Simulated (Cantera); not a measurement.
A closed system holds: 1 mol MgF₂, 0.5 mol N₂, at 1400 °C and 17.0 Pa.

These are equilibrium values from Cantera (NASA tables, ideal gas, pure condensed phases), not measurements of a reactor. Candidate condensed phases: Mg, MgF₂; 13 gas species. Equilibrium is a limit: real reactors are often held back by kinetics, nucleation or transport.

Base state: MgF₂ 0.666, N₂ 0.333, F 0.000168, MgF 0.000165, Mg₂F₄ 4.64e-5 (mole fractions); condensed: gas only.

Question: What changes in the equilibrium state with this change: temperature from 1400 °C to 1975 °C?

Answer: 
| species | before | after |
|---|---|---|
| MgF₂ | 0.666 | 0.611 |
| N₂ | 0.333 | 0.321 |
| F | 0.000168 | 0.0372 |
| MgF | 0.000165 | 0.0255 |
| Mg | 1.43e-6 | 0.00584 |
| Mg₂F₄ | 4.64e-5 | 4.87e-7 |
